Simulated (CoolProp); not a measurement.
Propyne along the isotherm 278 K: Z from the reference equation and from simpler models built on Tc = 402.7 K, pc = 5.658 MPa, ω = 0.204; each cubic takes its own stable root.

Computed with CoolProp (reference Helmholtz-energy equation of state, Polt 1992). This equation is an older, rougher fit; its heat capacities, sound speeds and derivatives of the liquid may be far off and weren't checked against measurements.

```csv
p (MPa),phase,reference
1.09,liquid,0.02929
2.18,liquid,0.05847
3.26,liquid,0.08727
```

### Question
How far does each simpler model (van der Waals, Redlich-Kwong, Soave-Redlich-Kwong, Peng-Robinson) lie from the reference over these 3 states: mean and median of the absolute difference, and the worst?

### Answer
- van der Waals: mean 64.5 %, median 64.5 %, worst +65.5 % at 278 K and 1.09 MPa
- Redlich-Kwong: mean 13.4 %, median 13.4 %, worst +13.7 % at 278 K and 1.09 MPa
- Soave-Redlich-Kwong: mean 10.2 %, median 10.2 %, worst +10.4 % at 278 K and 1.09 MPa
- Peng-Robinson: mean 2.6 %, median 2.6 %, worst -2.6 % at 278 K and 3.26 MPa
